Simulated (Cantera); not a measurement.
## Ignition delay

Mixture: 18.7 % CO, 0.862 % H₂, 16.9 % O₂, 63.5 % N₂, at 101000 Pa, adiabatic and at constant pressure. Ignition delay is the time to a rise of 400 K.

Cantera simulation using GRI-Mech 3.0 (53 species, 325 reactions); the numbers are that mechanism's predictions, not measurements. Where the delays flatten at high temperature, the 400 K rule measures the pace of heat release, not the induction time.

| T0 (K) | delay (ms) |
|---|---|
| 1050 | 0.647 |
| 1125 | 0.358 |
| 1200 | 0.255 |
| 1275 | 0.205 |
| 1350 | 0.179 |
| 1425 | 0.165 |
| 1500 | 0.158 |
